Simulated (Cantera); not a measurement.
A freely propagating, adiabatic, planar premixed flame of CH3OH : O2 : N2 = 1 : 1.15 : 4.34 (molar parts), unburnt at 323 K and 5.40 bar; mixture-averaged transport, grid criteria slope 0.08 and curve 0.16, no radiation.

Detailed kinetics in Cantera: GRI-Mech 3.0 (53 species, 325 reactions). GRI-Mech 3.0 was tuned for natural gas; its chemistry of methanol as a main component is partial and can be far from experiment. Burning velocities carry a grid error of a few per cent, more on coarse grids.

x: mole fraction of selected species; z is measured from the peak of heat release.

```csv
z (mm),T (K),u (m/s),x CH3OH,x O2,x CO,x H,x C2H6,x CH3
-0.222,323,0.371,0.154,0.177,6.39e-6,<1e-8,<1e-8,<1e-8
-0.148,326,0.376,0.153,0.176,0.000100,<1e-8,<1e-8,<1e-8
-0.111,338,0.392,0.152,0.174,0.000563,<1e-8,<1e-8,<1e-8
-0.0740,433,0.512,0.145,0.165,0.00462,<1e-8,2.22e-8,<1e-8
-0.0370,868,1.07,0.105,0.125,0.0282,6.96e-8,2.42e-7,5.33e-8
-0.0185,1259,1.61,0.0581,0.0862,0.0544,2.23e-5,5.76e-7,4.00e-6
0,1667,2.20,0.00760,0.0436,0.0849,0.00130,9.35e-7,0.000119
0.0185,1839,2.43,4.65e-5,0.0193,0.0829,0.00523,6.80e-8,5.19e-5
0.0370,1914,2.52,2.98e-7,0.00817,0.0728,0.00678,<1e-8,8.49e-6
0.0740,1988,2.60,<1e-8,0.00228,0.0631,0.00606,<1e-8,2.80e-7
0.148,2044,2.66,<1e-8,…,0.0592,…,<1e-8,<1e-8
0.296,2079,2.70,<1e-8,0.000210,0.0589,0.00214,<1e-8,<1e-8
0.592,2097,2.72,<1e-8,…,0.0591,…,<1e-8,<1e-8
```

**Question.** Complete the blanks.

**Answer.** 
- 0.148, x O2: 0.000694
- 0.148, x H: 0.00395
- 0.592, x O2: 5.47e-5
- 0.592, x H: 0.00107
